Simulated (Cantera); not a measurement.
An isothermal, constant-pressure homogeneous reactor starts with CO : O2 : H2O : N2 = 0.0098 : 0.0045 : 0.0041 : 1 (molar parts), at 1325 K and 90000 Pa.

Detailed kinetics in Cantera: GRI-Mech 3.0 (53 species, 325 reactions).

x: mole fraction; the columns are a selection and need not sum to one.

```tsv
t (s)	x CO	x O2	x H2O	x H2O2	x N2O	x NO	x NO2
0.000400	0.00962	0.00442	0.00403	<1e-12	<1e-12	<1e-12	<1e-12
0.00129	0.00962	0.00442	0.00403	2.52e-12	1.95e-11	<1e-12	<1e-12
0.00418	___	0.00385	0.00378	2.79e-8	8.77e-8	2.48e-8	1.05e-11
0.0135	___	0.000674	0.00352	2.85e-8	6.69e-8	2.17e-6	1.98e-10
0.0437	___	0.000154	0.00380	7.50e-9	3.95e-8	2.52e-6	1.44e-10
0.141	0.000683	2.58e-5	0.00387	1.28e-9	1.76e-8	2.58e-6	6.72e-11
0.457	0.000645	2.04e-6	0.00389	9.69e-11	4.99e-9	2.57e-6	1.83e-11
1.48	0.000643	1.02e-7	0.00389	3.93e-12	1.72e-9	2.55e-6	3.68e-12
4.78	0.000643	6.20e-9	0.00389	<1e-12	8.02e-10	2.51e-6	<1e-12
15.5	0.000643	5.03e-10	0.00389	<1e-12	2.81e-10	2.48e-6	<1e-12
50.0	0.000643	6.06e-11	0.00389	<1e-12	1.25e-10	2.43e-6	<1e-12
```

Problem. What belongs in the gaps?

Solution. 
- 0.00418, x CO: 0.00860
- 0.0135, x CO: 0.00179
- 0.0437, x CO: 0.000896
